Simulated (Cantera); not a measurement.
A closed system holds: 1 mol NiS, 12 mol H2, a varied amount of N2, equilibrated at 1852 °C and 1.00 Torr.

These are equilibrium values from Cantera (NASA tables, ideal gas, pure condensed phases), not measurements of a reactor. Candidate condensed phases: Ni, NiS, NiS2, Ni3S2, Ni3S4, S; 17 gas species. Rates play no part.

At 26 mol N2, list the 4 most abundant gas species with their mole fractions, and the condensed phases.

N2 0.638, H2 0.267, H 0.0514, Ni 0.0241. Condensed: gas only.
